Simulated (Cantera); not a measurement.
Input: 1 mol Si, 1.8 mol Cl₂, 13 mol H₂, equilibrated at 823 K and 0.600 bar.

These are equilibrium values from Cantera (NASA tables, ideal gas, pure condensed phases), not measurements of a reactor. Candidate condensed phases: Si; 19 gas species. The tables' values for SiCl₃ are old estimates; treat these amounts as uncertain. Equilibrium is a limit: real reactors are often held back by kinetics, nucleation or transport.

Base state: H₂ 0.926, SiCl₄ 0.0433, SiHCl₃ 0.0277, HCl 0.00175, SiH₂Cl₂ 0.00149, SiCl₃ 4.04e-5, SiH₃Cl 1.87e-5 (mole fractions); condensed: gas only.

Question: What changes in the equilibrium state with this change: temperature from 823 K to 1575 K?

Answer: 
| species | before | after |
|---|---|---|
| H₂ | 0.926 | 0.830 |
| HCl | 0.00175 | 0.109 |
| SiCl₂ | 3.38e-6 | 0.0481 |
| SiCl₄ | 0.0433 | 0.00266 |
| SiHCl₃ | 0.0277 | 0.00271 |
| H | <1e-9 | 4.89e-5 |
| SiCl₃ | 4.04e-5 | 0.00699 |
| SiH₂Cl₂ | 0.00149 | 0.000457 |
| Si(s), mol | 0 | 0.106 |
